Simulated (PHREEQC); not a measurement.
A solution holds 0.027 mol/kgw Na2S, at 5.6 °C. Closed to the air; pH follows from the charge balance.

Computed with PHREEQC (ion-association model, wateq4f.dat).

```tsv
quantity	before	after
pH	12.89	1.82
ionic strength (mol/kgw)	0.0619	0.0608
```

Problem. What was changed between the two runs?
(A) temperature from 5.6 to 20 °C
(B) Na2S replaced by NaBF4 at the same molality
(C) Na2S replaced by NaHSO4 at the same molality
(D) Na2S from 0.027 to 0.0027 mol/kgw
(E) 0.0011 mol/kgw TMAH added

Solution. C, Na2S replaced by NaHSO4 at the same molality

No solid was allowed to form. With this much S-2 the pH rests on the database's HS-/S-2 constant; if that pK is higher, the solution is more alkaline. Away from 25 °C the constants follow the database's enthalpies or fits; those with neither stay at their 25 °C values. The database's pK near 12.9 for HS-/S-2 is now thought far too low, so its S-2 is overstated.
